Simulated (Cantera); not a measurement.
Input (Python, Cantera) and output of one run.

```python
import numpy as np
import cantera as ct

gas_names = """
    C CO CO2 C2 C2O C3 C3O2 C4 C5 Cu CuO Cu2 O O2 O3
""".split()
cond_names = """
    C(gr) Cu(cr) Cu(L) CuO(s) Cu2O(s) Cu2O(L)
""".split()


def load(file, names, dense=False):
    # The tables refer to 1 bar. Condensed volumes are neglected.
    table = {s.name: s for s in ct.Species.list_from_file(file)}
    out = []
    for n in names:
        d = dict(table[n].input_data)
        d["thermo"] = dict(d["thermo"], **{"reference-pressure": 1e5})
        if dense:
            d["equation-of-state"] = {"model": "constant-volume", "density": "1e6 g/cm^3"}
        out.append(ct.Species.from_dict(d))
    return out


gas = ct.Solution(thermo="ideal-gas", species=load("nasa_gas.yaml", gas_names))
cond = {s.name: ct.Solution(thermo="fixed-stoichiometry", species=[s], name=s.name)
        for s in load("nasa_condensed.yaml", cond_names, dense=True)}
atoms = {
    'CuO': {'Cu': 1, 'O': 1},
    'CO': {'C': 1, 'O': 1},
}
top_T = {'C(gr)': 4500, 'CuO(s)': 1390}  # K; cautious upper limits of use, not melting points


def equilibrate(T, P, feed):
    n = {}
    for name, mol in feed.items():
        for a, k in atoms[name].items():
            n[a] = n.get(a, 0.0) + k * mol
    gas.TPX = T, P, n
    mass = sum(n.values()) * gas.mean_molecular_weight
    gas.equilibrate("TP")
    valid = [c for c in cond.values() if c.min_temp <= T <= top_T.get(c.name, c.max_temp)]
    mix = ct.Mixture([(gas, mass / gas.mean_molecular_weight)] + [(c, 0.0) for c in valid])
    mix.T, mix.P = T, P
    mix.equilibrate("TP", solver="vcs", rtol=1e-11, max_steps=5000)
    return mix


results = []
feed = {'CuO': 1, 'CO': 0.79}  # mol
P = 100000  # Pa
for T in [1500, 1650, 1800, 1950, 2100, 2250, 2400, 2550]:
    mix = equilibrate(T, P, feed)
    results.append((T, P, feed, dict(zip(mix.species_names, mix.species_moles))))

top = {s: max(r[3][s] / sum(r[3][g] for g in gas_names) for r in results) for s in gas_names}
cols = sorted((s for s in top if top[s] > 0.001), key=lambda s: -top[s])[:8]
seen = [c for c in cond_names if any(r[3].get(c, 0) > 1e-12 for r in results)]
print("log10 of partial pressures in bar; condensed amounts in mol")
print(f"{'T/K':>10s}" + "".join(f"{s[:9]:>10s}" for s in cols + seen))
for T, P, feed, n in results:
    ng = sum(n[g] for g in gas_names)
    print(f"{T:10.4g}" + "".join(f"{np.log10(max(n[s] / ng * P / 1e5, 1e-99)):10.3f}" for s in cols)
          + "".join(f"{n.get(c, 0):10.4g}" for c in seen))
```

It prints:

```
log10 of partial pressures in bar; condensed amounts in mol
       T/K       CO2        Cu        O2        CO         O       CuO       Cu2     Cu(L)   Cu2O(s)   Cu2O(L)
      1500    -0.000    -5.085    -4.001    -3.310    -7.393    -7.780    -8.492    0.5795    0.2102         0
      1650    -0.001    -4.090    -3.165    -2.842    -6.169    -6.467    -7.118    0.5798         0    0.2101
      1800    -0.003    -3.266    -2.522    -2.429    -5.176    -5.406    -5.984    0.5832         0    0.2082
      1950    -0.009    -2.573    -1.989    -2.080    -4.340    -4.517    -5.033    0.5975         0    0.2002
      2100    -0.025    -1.982    -1.540    -1.788    -3.627    -3.763    -4.226    0.6399         0    0.1756
      2250    -0.062    -1.473    -1.159    -1.556    -3.013    -3.118    -3.533    0.7477         0    0.1107
      2400    -0.135    -1.029    -0.911    -1.353    -2.517    -2.598    -2.933       0.9         0         0
      2550    -0.252    -0.640    -0.929    -1.108    -2.198    -2.260    -2.408    0.6995         0         0
```

These are equilibrium values from Cantera (NASA tables, ideal gas, pure condensed phases), not measurements of a reactor. Each liquid is taken as pure. Mutual solubility and eutectic melting of coexisting phases are not modelled.
